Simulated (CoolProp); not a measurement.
Vapour-liquid equilibrium of ethane (1) + n-butane (2) at 215.4 K; x and y are mole fractions of (1).

The numbers come from the multi-fluid Helmholtz-energy mixture model, Bücker 2006 and Bücker 2006; pair parameters Kunz 2012 in CoolProp.

**Question.** Give the bubble pressure and the first vapour's composition at x = 0.5, 0.65, 0.95. Is there an azeotrope?

**Answer.** x = 0.5: 0.2083 MPa, y = 0.984; x = 0.65: 0.2690 MPa, y = 0.991; x = 0.95: 0.3915 MPa, y = 0.999. No azeotrope shows between x = 0.05 and 0.95.

Pair parameters are fitted to limited data, so mixtures are less certain than the pure fluids.
